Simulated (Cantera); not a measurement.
Input (Python, Cantera):

```python
import numpy as np
import cantera as ct

gas = ct.Solution("h2o2.yaml")
gas.TPX = 550, 100000, {'H2': 1, 'O2': 0.893, 'N2': 3.36}
flame = ct.FreeFlame(gas, width=0.04)
flame.set_refine_criteria(ratio=3, slope=0.08, curve=0.16)
flame.transport_model = "mixture-averaged"
flame.solve(loglevel=0, auto=True)
z, T = flame.grid, flame.T
thick = (T[-1] - T[0]) / np.gradient(T, z).max()
show = ['H2', 'O2', 'H', 'OH', 'O', 'H2O']
print(f"laminar burning velocity  {flame.velocity[0] * 100:.3f} cm/s")
print(f"burnt temperature         {T[-1]:.1f} K")
print(f"thermal thickness         {thick * 1e3:.4f} mm")
print(f"grid points               {len(z)}")
z0 = z[flame.heat_release_rate.argmax()]
print(f"{'z/mm':>9s}{'T/K':>9s}{'u/(m/s)':>9s}" + "".join(f"{s:>11s}" for s in show))
rows = []
for k in (-3, -2, -1.5, -1, -0.5, -0.25, 0, 0.25, 0.5, 1, 2, 4, 8):
    zz = z0 + k * thick
    rows.append([k * thick, np.interp(zz, z, T), np.interp(zz, z, flame.velocity),
                 *(np.interp(zz, z, flame.X[gas.species_index(s)]) for s in show)])
    print(f"{rows[-1][0] * 1e3:9.3f}{rows[-1][1]:9.1f}{rows[-1][2]:9.3f}" + "".join(f"{x:11.3e}" for x in rows[-1][3:]))
```

Output:

```
laminar burning velocity  302.239 cm/s
burnt temperature         1952.8 K
thermal thickness         0.4095 mm
grid points               110
     z/mm      T/K  u/(m/s)         H2         O2          H         OH          O        H2O
   -1.229    550.0    3.022  1.904e-01  1.700e-01  2.631e-14  1.909e-14  7.592e-13  1.813e-09
   -0.819    550.0    3.022  1.903e-01  1.700e-01  1.431e-12  1.009e-12  4.009e-11  4.880e-08
   -0.614    550.0    3.021  1.899e-01  1.701e-01  4.203e-11  2.475e-11  9.770e-10  6.984e-07
   -0.410    550.7    3.018  1.879e-01  1.705e-01  1.643e-08  2.389e-09  4.089e-08  2.044e-05
   -0.205    599.9    3.223  1.684e-01  1.726e-01  9.499e-05  7.347e-05  1.253e-05  3.602e-03
   -0.102    825.3    4.316  1.296e-01  1.664e-01  2.356e-03  6.603e-04  3.300e-04  2.899e-02
    0.000   1166.2    5.976  7.092e-02  1.382e-01  1.053e-02  2.464e-03  3.402e-03  9.082e-02
    0.102   1420.3    7.230  2.801e-02  1.040e-01  1.537e-02  6.220e-03  8.185e-03  1.489e-01
    0.205   1562.2    7.924  1.363e-02  8.965e-02  1.337e-02  8.555e-03  9.643e-03  1.724e-01
    0.410   1702.3    8.585  8.216e-03  8.422e-02  7.896e-03  9.712e-03  7.875e-03  1.851e-01
    0.819   1815.0    9.098  5.088e-03  8.288e-02  3.384e-03  9.008e-03  4.788e-03  1.936e-01
    1.638   1889.1    9.427  2.498e-03  8.278e-02  1.062e-03  6.956e-03  2.299e-03  2.000e-01
    3.276   1928.5    9.598  9.774e-04  8.322e-02  2.493e-04  4.590e-03  8.940e-04  2.039e-01
```

Model: the H2/O2 subset of GRI-Mech 3.0, which has no nitrogen chemistry, integrated in Cantera. Burning velocities carry a grid error of a few per cent, more on coarse grids. Lean hydrogen flames are cellular in practice and burn faster than this planar one.
